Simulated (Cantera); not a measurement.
A Cantera script and its output.

```python
import numpy as np
import cantera as ct

gas = ct.Solution("gri30.yaml")
gas.TPX = 650, 100000, {'CH3OH': 1, 'O2': 1.07, 'N2': 4.03}
flame = ct.FreeFlame(gas, width=0.04)
flame.set_refine_criteria(ratio=3, slope=0.08, curve=0.16)
flame.transport_model = "mixture-averaged"
flame.solve(loglevel=0, auto=True)
z, T = flame.grid, flame.T
thick = (T[-1] - T[0]) / np.gradient(T, z).max()
show = ['CH3OH', 'O2', 'CH2CO', 'N2O', 'CH4', 'C2H']
print(f"laminar burning velocity  {flame.velocity[0] * 100:.3f} cm/s")
print(f"burnt temperature         {T[-1]:.1f} K")
print(f"thermal thickness         {thick * 1e3:.4f} mm")
print(f"grid points               {len(z)}")
z0 = z[flame.heat_release_rate.argmax()]
print(f"{'z/mm':>9s}{'T/K':>9s}{'u/(m/s)':>9s}" + "".join(f"{s:>11s}" for s in show))
rows = []
for k in (-3, -2, -1.5, -1, -0.5, -0.25, 0, 0.25, 0.5, 1, 2, 4, 8):
    zz = z0 + k * thick
    rows.append([k * thick, np.interp(zz, z, T), np.interp(zz, z, flame.velocity),
                 *(np.interp(zz, z, flame.X[gas.species_index(s)]) for s in show)])
    print(f"{rows[-1][0] * 1e3:9.3f}{rows[-1][1]:9.1f}{rows[-1][2]:9.3f}" + "".join(f"{x:11.3e}" for x in rows[-1][3:]))
```

Output:

```
laminar burning velocity  180.494 cm/s
burnt temperature         2261.1 K
thermal thickness         0.2122 mm
grid points               139
     z/mm      T/K  u/(m/s)      CH3OH         O2      CH2CO        N2O        CH4        C2H
   -0.637    650.4    1.815  1.631e-01  1.744e-01  3.970e-10  1.862e-12  2.217e-07  8.215e-29
   -0.424    653.4    1.836  1.618e-01  1.729e-01  4.662e-09  1.882e-11  1.476e-06  4.313e-26
   -0.318    664.5    1.884  1.598e-01  1.705e-01  3.132e-08  1.093e-10  5.780e-06  1.021e-23
   -0.212    728.2    2.104  1.528e-01  1.627e-01  3.281e-07  9.365e-10  2.905e-05  4.814e-20
   -0.106   1048.6    3.171  1.155e-01  1.310e-01  3.888e-06  8.872e-09  1.506e-04  3.670e-14
   -0.053   1397.7    4.401  6.499e-02  9.544e-02  1.108e-05  2.285e-08  2.977e-04  4.571e-11
    0.000   1757.8    5.767  1.205e-02  5.825e-02  2.247e-05  4.173e-08  4.225e-04  3.360e-09
    0.053   1901.0    6.309  3.409e-04  3.432e-02  8.874e-06  4.053e-08  2.192e-04  1.321e-08
    0.106   1941.7    6.434  2.419e-06  1.936e-02  1.051e-06  3.543e-08  4.763e-05  7.807e-09
    0.212   1984.4    6.538  4.609e-09  7.893e-03  9.451e-09  3.021e-08  1.072e-06  4.216e-10
    0.424   2031.2    6.648  7.010e-12  4.255e-03  1.171e-11  2.583e-08  1.566e-09  1.611e-12
    0.849   2084.7    6.793  6.003e-15  2.946e-03  2.904e-15  2.288e-08  1.876e-13  4.675e-16
    1.698   2143.0    6.955  5.036e-15  1.849e-03  3.289e-16  2.002e-08  7.214e-14  6.046e-20
```

Cantera simulation using GRI-Mech 3.0 (53 species, 325 reactions); the numbers are that mechanism's predictions, not measurements. GRI-Mech 3.0 was tuned for natural gas; its chemistry of methanol as a main component is partial and can be far from experiment. Burning velocities carry a grid error of a few per cent, more on coarse grids.
